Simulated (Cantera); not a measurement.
A Cantera script and its output.

```python
import numpy as np
import cantera as ct

gas = ct.Solution("gri30.yaml")


def delay(T, t_max=10):
    gas.TPX = T, 120000, {'C3H8': 1, 'O2': 6.02, 'N2': 22.7}
    reactor = ct.IdealGasReactor(gas, clone=False)
    net = ct.ReactorNet([reactor])
    net.rtol, net.atol = 1e-8, 1e-16
    while net.time < t_max:
        t_old, T_old = net.time, reactor.T
        net.step()
        if reactor.T > T + 400:  # ignition: a rise of 400 K
            return t_old + (T + 400 - T_old) / (reactor.T - T_old) * (net.time - t_old)
    return np.nan


taus = []
for T in [1025, 1075, 1125, 1175, 1225, 1275, 1325, 1375, 1425]:
    taus.append(delay(T))
    print(f"T0 = {T:6g} K   tau = {taus[-1]:.4e} s")
```

Output:

```
T0 =   1025 K   tau = 2.7126e-01 s
T0 =   1075 K   tau = 8.4399e-02 s
T0 =   1125 K   tau = 2.6779e-02 s
T0 =   1175 K   tau = 8.9323e-03 s
T0 =   1225 K   tau = 3.2114e-03 s
T0 =   1275 K   tau = 1.2643e-03 s
T0 =   1325 K   tau = 5.4877e-04 s
T0 =   1375 K   tau = 2.6272e-04 s
T0 =   1425 K   tau = 1.3812e-04 s
```

Model: GRI-Mech 3.0 (53 species, 325 reactions), integrated in Cantera. GRI-Mech 3.0 was tuned for natural gas; its chemistry of propane as a main component is partial and can be far from experiment.
